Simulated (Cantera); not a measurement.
Input: 1 mol CsOH, 0.24 mol H2, equilibrated at 0.100 bar.

Cantera equilibrium calculation (NASA polynomials, part measured and part estimated; ideal gas, pure solids and liquids). Candidate condensed phases: Cs, CsOH, H2O; 15 gas species. Rates play no part.

log p: log10 of the partial pressure in bar; nothing condenses.

| T (°C) | log p CsOH | log p Cs | log p H2O | log p H2 | log p Cs2(OH)2 | log p H |
|---|---|---|---|---|---|---|
| 775 | -1.19 | -2.37 | -2.37 | -1.73 | -2.05 | ___ |
| 925 | -1.16 | -2.11 | -2.11 | -1.83 | -3.06 | ___ |
| 1075 | -1.19 | -1.93 | -1.93 | -1.91 | -3.96 | ___ |
| 1225 | -1.23 | -1.81 | -1.81 | -1.99 | -4.71 | ___ |
| 1375 | -1.27 | -1.72 | -1.72 | -2.09 | -5.33 | ___ |
| 1525 | -1.30 | -1.66 | -1.66 | -2.21 | -5.85 | ___ |
| 1675 | -1.33 | -1.61 | -1.61 | -2.32 | -6.29 | ___ |
| 1825 | -1.36 | -1.58 | -1.58 | -2.45 | -6.68 | ___ |

Task: Some entries are withheld; supply them.

Result: 
- 775, log p H: -8.98
- 925, log p H: -7.64
- 1075, log p H: -6.59
- 1225, log p H: -5.76
- 1375, log p H: -5.10
- 1525, log p H: -4.56
- 1675, log p H: -4.11
- 1825, log p H: -3.74
